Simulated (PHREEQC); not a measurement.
Solution (20 °C): 0.0074 mol H2SO4, 0.016 mol ZnSO4 and 0.087 mol NiSO4 per kg of water. Closed to the air; pH follows from the charge balance.

Equilibrium calculation in PHREEQC: ion-association model, wateq4f.dat.

```yaml
pH: 2.31
ionic_strength: 0.227 mol/kgw
total_alkalinity: -14.8 meq/kg
```

```tsv
species	molality	activity	log γ
SO4-2	0.0513	0.0145	-0.550
Ni+2	0.0487	0.0149	-0.515
NiSO4	0.0382	0.0402	0.023
HSO4-	0.00861	0.00621	-0.141
Zn+2	0.00667	0.00212	-0.497
ZnSO4	0.00656	0.00692	0.023
H+	0.00619	0.00492	-0.100
Zn(SO4)2-2	0.00277	0.000846	-0.515
Ni(SO4)2-2	0.000107	3.26e-5	-0.515
```

No solid was allowed to form. Species that the database lacks are ignored.
